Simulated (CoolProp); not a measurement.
Vapour-liquid equilibrium of benzene (1) + p-xylene (2) at 0.957 MPa; x and y are mole fractions of (1).

Computed with CoolProp (multi-fluid Helmholtz-energy mixture model, Thol 2012 and Zhou 2012; pair parameters Bell 2016).

Give the bubble temperature and the first vapour's composition at x = 0.35, 0.5, 0.65. Is there an azeotrope?

x = 0.35: 489.1 K, y = 0.579; x = 0.5: 477.7 K, y = 0.729; x = 0.65: 467.8 K, y = 0.839. No azeotrope shows between x = 0.05 and 0.95.

Pair parameters are fitted to limited data, so mixtures are less certain than the pure fluids.
